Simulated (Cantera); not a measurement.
Transport properties of process gases

Gas mixture: O2 : H2O : NO = 0.93 : 0.91 : 0.92 (molar parts), at 2670 Pa, frozen composition.

Cantera's kinetic-theory transport with the Lennard-Jones parameters of GRI-Mech 3.0, ideal gas; thermal conductivity in the mixture-averaged form. Polar gases are described roughly by these parameters. The composition is frozen, though it would react at the higher temperatures.

```json
[
 {"T (K)": "400", "ρ (kg/m³)": "0.0214", "cp (J/kg/K)": "1176", "μ (µPa s)": "21.0", "λ (mW/m/K)": "34.4", "Pr": "0.720", "D (cm²/s) O": "21.6", "D (cm²/s) NO": "13.8", "D (cm²/s) H2": "50.9"},
 {"T (K)": "600", "ρ (kg/m³)": "0.0143", "cp (J/kg/K)": "1242", "μ (µPa s)": "29.1", "λ (mW/m/K)": "50.8", "Pr": "0.712", "D (cm²/s) O": "43.6", "D (cm²/s) NO": "28.4", "D (cm²/s) H2": "102"},
 {"T (K)": "800", "ρ (kg/m³)": "0.0107", "cp (J/kg/K)": "1312", "μ (µPa s)": "36.4", "λ (mW/m/K)": "67.4", "Pr": "0.708", "D (cm²/s) O": "71.0", "D (cm²/s) NO": "46.7", "D (cm²/s) H2": "165"},
 {"T (K)": "1000", "ρ (kg/m³)": "0.00857", "cp (J/kg/K)": "1373", "μ (µPa s)": "43.0", "λ (mW/m/K)": "83.9", "Pr": "0.704", "D (cm²/s) O": "103", "D (cm²/s) NO": "68.3", "D (cm²/s) H2": "240"},
 {"T (K)": "1200", "ρ (kg/m³)": "0.00714", "cp (J/kg/K)": "1425", "μ (µPa s)": "49.2", "λ (mW/m/K)": "99.9", "Pr": "0.701", "D (cm²/s) O": "140", "D (cm²/s) NO": "93.0", "D (cm²/s) H2": "325"},
 {"T (K)": "1400", "ρ (kg/m³)": "0.00612", "cp (J/kg/K)": "1470", "μ (µPa s)": "55.0", "λ (mW/m/K)": "116", "Pr": "0.700", "D (cm²/s) O": "182", "D (cm²/s) NO": "120", "D (cm²/s) H2": "420"},
 {"T (K)": "1600", "ρ (kg/m³)": "0.00536", "cp (J/kg/K)": "1509", "μ (µPa s)": "60.6", "λ (mW/m/K)": "131", "Pr": "0.699", "D (cm²/s) O": "227", "D (cm²/s) NO": "151", "D (cm²/s) H2": "524"},
 {"T (K)": "1800", "ρ (kg/m³)": "0.00476", "cp (J/kg/K)": "1543", "μ (µPa s)": "65.8", "λ (mW/m/K)": "145", "Pr": "0.699", "D (cm²/s) O": "276", "D (cm²/s) NO": "183", "D (cm²/s) H2": "637"}
]
```
D: mixture-averaged diffusion coefficient of that species in the mixture.
